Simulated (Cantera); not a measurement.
Cantera run:

```python
import numpy as np
import cantera as ct

gas_names = """
    C CH CH2 CH3 CH2OH CH3O CH4 CH3OH CO CO2 COOH C2 C2H CHCO,ketyl C2H2,acetylene C2H2,vinylidene
    CH2CO,ketene C2H3,vinyl CH3CO,acetyl C2H4 C2H4O,ethylen CH3CHO,ethanal CH3COOH (HCOOH)2 C2H5 C2H6
    CH3OCH3 C2H5OH C2O C3 C3H3,propargyl C3H4,allene C3H4,propyne C3H4,cyclo- C3H5,allyl C3H6,propylene
    C3H6,cyclo- C3H6O C3H7,n-propyl C3H7,i-propyl C3H8 C3H8O,1propanol C3H8O,2propanol C3O2 C4 C4H2
    C4H4,1,3-cyclo- C4H6,butadiene C4H6,2-butyne C4H6,cyclo- C4H8,1-butene C4H8,cis2-buten
    C4H8,tr2-butene C4H8,isobutene C4H8,cyclo- (CH3COOH)2 C4H9,n-butyl C4H9,i-butyl C4H9,s-butyl
    C4H9,t-butyl C4H10,isobutane C4H10,n-butane C5 C5H6,1,3cyclo- C5H8,cyclo- C5H10,1-pentene
    C5H10,cyclo- C5H11,pentyl C5H11,t-pentyl C5H12,n-pentane C5H12,i-pentane CH3C(CH3)2CH3 C6H2
    C6H5,phenyl C6H5O,phenoxy C6H6 C6H5OH,phenol C6H10,cyclo- C6H12,1-hexene C6H12,cyclo- C6H13,n-hexyl
    C7H7,benzyl C7H8 C7H8O,cresol C7H14,1-heptene C7H15,n-heptyl C7H16,n-heptane C8H8,styrene
    C8H10,ethylbenz C8H16,1-octene C8H17,n-octyl C8H18,isooctane C8H18,n-octane C9H19,n-nonyl
    C10H8,naphthale C10H21,n-decyl C12H9,o-bipheny C12H10,bipheny H HCO HO2 H2 HCHO,formaldehy HCOOH H2O
    H2O2 O OH O2 O3
""".split()
cond_names = """
    C(gr) C6H6(L) C7H8(L) C8H18(L),n-octa H2O(s) H2O(L)
""".split()


def load(file, names, dense=False):
    # The tables refer to 1 bar. Condensed volumes are neglected.
    table = {s.name: s for s in ct.Species.list_from_file(file)}
    out = []
    for n in names:
        d = dict(table[n].input_data)
        d["thermo"] = dict(d["thermo"], **{"reference-pressure": 1e5})
        if dense:
            d["equation-of-state"] = {"model": "constant-volume", "density": "1e6 g/cm^3"}
        out.append(ct.Species.from_dict(d))
    return out


gas = ct.Solution(thermo="ideal-gas", species=load("nasa_gas.yaml", gas_names))
cond = {s.name: ct.Solution(thermo="fixed-stoichiometry", species=[s], name=s.name)
        for s in load("nasa_condensed.yaml", cond_names, dense=True)}
atoms = {
    'acetone': {'C': 3, 'H': 6, 'O': 1},
    'H2O': {'H': 2, 'O': 1},
    'H2': {'H': 2},
    'CO2': {'C': 1, 'O': 2},
}
top_T = {'C(gr)': 4500}  # K; cautious upper limits of use, not melting points


def equilibrate(T, P, feed):
    n = {}
    for name, mol in feed.items():
        for a, k in atoms[name].items():
            n[a] = n.get(a, 0.0) + k * mol
    gas.TPX = T, P, n
    mass = sum(n.values()) * gas.mean_molecular_weight
    gas.equilibrate("TP")
    valid = [c for c in cond.values() if c.min_temp <= T <= top_T.get(c.name, c.max_temp)]
    mix = ct.Mixture([(gas, mass / gas.mean_molecular_weight)] + [(c, 0.0) for c in valid])
    mix.T, mix.P = T, P
    mix.equilibrate("TP", solver="vcs", rtol=1e-11, max_steps=5000)
    return mix


results = []
feed = {'acetone': 1, 'H2O': 0.4, 'H2': 14, 'CO2': 0.037}  # mol
P = 1000  # Pa
for T in [650, 850, 1050, 1250, 1450, 1650, 1850, 2050, 2250]:
    mix = equilibrate(T, P, feed)
    results.append((T, P, feed, dict(zip(mix.species_names, mix.species_moles))))

top = {s: max(r[3][s] / sum(r[3][g] for g in gas_names) for r in results) for s in gas_names}
cols = sorted((s for s in top if top[s] > 0.0001), key=lambda s: -top[s])[:9]
seen = [c for c in cond_names if any(r[3].get(c, 0) > 1e-12 for r in results)]
print("log10 of partial pressures in bar; condensed amounts in mol")
print(f"{'T/K':>10s}" + "".join(f"{s[:9]:>10s}" for s in cols + seen))
for T, P, feed, n in results:
    ng = sum(n[g] for g in gas_names)
    print(f"{T:10.4g}" + "".join(f"{np.log10(max(n[s] / ng * P / 1e5, 1e-99)):10.3f}" for s in cols)
          + "".join(f"{n.get(c, 0):10.4g}" for c in seen))
```

Result:

```
log10 of partial pressures in bar; condensed amounts in mol
       T/K        H2       CH4       H2O        CO         H       CO2 C2H2,acet     C(gr)
       650    -2.119    -2.823    -3.101    -4.389   -15.922    -4.178   -17.422    0.5797
       850    -2.038    -4.281    -4.332    -3.142   -11.707    -4.951   -13.058     1.573
      1050    -2.036    -5.313    -5.885    -3.108    -9.109    -6.886   -10.419     1.557
      1250    -2.035    -6.030    -6.965    -3.107    -7.333    -8.231    -8.634     1.561
      1450    -2.035    -6.552    -7.746    -3.107    -6.042    -9.194    -7.347     1.562
      1650    -2.036    -6.948    -8.335    -3.108    -5.060    -9.913    -6.377     1.561
      1850    -2.038    -7.260    -8.796    -3.108    -4.288   -10.470    -5.620     1.554
      2050    -2.046    -7.520    -9.173    -3.112    -3.667   -10.917    -5.020     1.526
      2250    -2.069    -7.764    -9.505    -3.123    -3.164   -11.294    -4.544     1.451
```

Equilibrium computed with Cantera from the NASA thermochemical tables; the gas is ideal and each condensed phase is pure. The feed counts by its element totals alone.
